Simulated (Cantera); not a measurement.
Cantera run, input and output.

```python
import numpy as np
import cantera as ct

gas = ct.Solution("gri30.yaml", transport_model="multicomponent")
show = ['CO2', 'H', 'NO']

rows = []
print(f"{'T/K':>7s}{'rho':>11s}{'cp':>10s}{'mu':>11s}{'lambda':>11s}{'Pr':>7s}" + "".join(f"{'D_' + s:>11s}" for s in show))
for T in [400, 500, 600, 700, 800, 900]:
    gas.TPX = T, 21000, {'H2O': 0.41, 'C2H6': 0.28, 'CO': 0.64}
    Pr = gas.cp_mass * gas.viscosity / gas.thermal_conductivity
    D = [gas.mix_diff_coeffs_mole[gas.species_index(s)] for s in show]
    rows.append([gas.density, gas.cp_mass, gas.viscosity, gas.thermal_conductivity, Pr, *D])
    print(f"{T:7g}{gas.density:11.4e}{gas.cp_mass:10.1f}{gas.viscosity:11.4e}"
          f"{gas.thermal_conductivity:11.4e}{Pr:7.3f}" + "".join(f"{d:11.4e}" for d in D))
print("SI units: kg/m3, J/kg/K, Pa s, W/m/K, m2/s")
```

Result:

```
    T/K        rho        cp         mu     lambda     Pr      D_CO2        D_H       D_NO
    400 1.6015e-01    1514.6 1.7036e-05 3.5750e-02  0.722 1.1968e-04 9.2021e-04 1.5677e-04
    500 1.2812e-01    1638.9 2.0557e-05 4.6382e-02  0.726 1.8096e-04 1.3750e-03 2.3288e-04
    600 1.0676e-01    1760.4 2.3860e-05 5.7409e-02  0.732 2.5193e-04 1.8976e-03 3.2010e-04
    700 9.1512e-02    1872.3 2.6982e-05 6.8602e-02  0.736 3.3181e-04 2.4830e-03 4.1763e-04
    800 8.0073e-02    1972.2 2.9952e-05 7.9789e-02  0.740 4.1999e-04 3.1270e-03 5.2486e-04
    900 7.1176e-02    2062.3 3.2791e-05 9.0931e-02  0.744 5.1599e-04 3.8267e-03 6.4128e-04
SI units: kg/m3, J/kg/K, Pa s, W/m/K, m2/s
```

Cantera simulation using GRI-Mech 3.0 (53 species, 325 reactions); the numbers are that mechanism's predictions, not measurements. Polar gases are described roughly by these parameters.
